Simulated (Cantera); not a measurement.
Predominance diagram of Mg at 327 °C against the partial pressures of O2 and Br2 (log10, bar). Source: NASA polynomial tables (part measured, part estimated), evaluated in Cantera. Candidates: Mg(s), MgBr2(s), MgO(s). Only these pure phases compete in this equilibrium. Not in the tables: oxide halides.

Task: Which phase is stable at these pairs, and which metal-bearing vapour leads over it? (-11.4, -35); (1, -10.1); (-48.8, -29.5); (-23.9, -21.2); (-11.4, -4.5); (-5.2, -29.5); (-30.1, -10.1)

Result: 
```json
[
 {"log p(O2)": "-11.4", "log p(Br2)": "-35", "phase": "MgO(s)", "chief vapour": "MgBr2", "log p (bar)": "-45.8"},
 {"log p(O2)": "1", "log p(Br2)": "-10.1", "phase": "MgO(s)", "chief vapour": "MgBr2", "log p (bar)": "-27.1"},
 {"log p(O2)": "-48.8", "log p(Br2)": "-29.5", "phase": "MgO(s)", "chief vapour": "MgBr2", "log p (bar)": "-21.6"},
 {"log p(O2)": "-23.9", "log p(Br2)": "-21.2", "phase": "MgO(s)", "chief vapour": "MgBr2", "log p (bar)": "-25.7"},
 {"log p(O2)": "-11.4", "log p(Br2)": "-4.5", "phase": "MgO(s)", "chief vapour": "MgBr2", "log p (bar)": "-15.3"},
 {"log p(O2)": "-5.2", "log p(Br2)": "-29.5", "phase": "MgO(s)", "chief vapour": "MgBr2", "log p (bar)": "-43.4"},
 {"log p(O2)": "-30.1", "log p(Br2)": "-10.1", "phase": "MgO(s)", "chief vapour": "MgBr2", "log p (bar)": "-11.5"}
]
```
